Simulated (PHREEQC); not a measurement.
0.15 g of hydrous ferric oxide (600 m²/g; 0.2 weak and 0.005 strong sites per Fe, Dzombak-Morel constants, diffuse double layer) in 1 kg of water with 0.1 mol/kgw of an inert sodium salt and 0.042 mmol/kgw NiCl2, at 25 °C; the pH is set by adding NaOH or the inert anion's acid. Oxygen alone is held at its pressure in air (log pO2 = -0.68). The system is closed to CO2. Nothing may precipitate in this run.

Computed with PHREEQC (ion-association model, wateq4f.dat).

```
pH   Ni sorbed (%)  surface charge σ (C/m²)  surface potential ψ (mV)
---  -------------  -----------------------  ------------------------
3              0.0                    0.363                       153
3.5            0.0                    0.350                       151
4              0.0                    0.321                       147
4.5            0.0                    0.273                       138
5              0.2                    0.215                       126
5.5            1.6                    0.159                       111
6              7.8                    0.112                        94
6.5           19.5                    0.076                        75
7             39.2                    0.049                        56
7.5           74.0                    0.029                        37
8             94.7                    0.012                        17
8.5           99.2                   -0.005                        -7
9             99.9                   -0.023                       -30
```

Complexes and solids missing from the database can't appear. The oxide is taken as insoluble; below pH 4 it would dissolve.
